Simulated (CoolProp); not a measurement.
Vapour-liquid equilibrium of R113 (1) + benzene (2) at 439.5 K; x and y are mole fractions of (1).

Values from CoolProp's multi-fluid Helmholtz-energy mixture model, Marx 1992 and Thol 2012; pair parameters Bell 2016.

| x | bubble pressure, mixture model (MPa) | bubble pressure, Raoult's law (MPa) | y, mixture model | y, Raoult's law |
|---|---|---|---|---|
| 0.05 | 0.8719 | 0.8427 | [?] | 0.096 |
| 0.15 | 0.9935 | 0.9247 | 0.279 | 0.263 |
| 0.25 | [?] | 1.007 | 0.400 | 0.403 |
| 0.35 | 1.186 | 1.089 | 0.498 | 0.521 |
| 0.45 | [?] | 1.171 | 0.583 | 0.623 |
| 0.55 | [?] | 1.253 | 0.661 | 0.712 |
| 0.65 | 1.408 | 1.335 | 0.736 | 0.790 |
| 0.75 | [?] | 1.417 | [?] | 0.859 |
| 0.85 | 1.535 | 1.499 | 0.885 | 0.920 |
| 0.95 | 1.594 | 1.581 | [?] | 0.975 |

**Question.** What belongs in the gaps?

**Answer.** 
- 0.05, y, mixture model: 0.112
- 0.25, bubble pressure, mixture model (MPa): 1.096
- 0.45, bubble pressure, mixture model (MPa): 1.266
- 0.55, bubble pressure, mixture model (MPa): 1.340
- 0.75, bubble pressure, mixture model (MPa): 1.473
- 0.75, y, mixture model: 0.810
- 0.95, y, mixture model: 0.961

The largest gap from Raoult's law is +8.9 % in bubble pressure, at x = 0.35. No azeotrope shows between x = 0.05 and 0.95.

Pair parameters are fitted to limited data, so mixtures are less certain than the pure fluids.
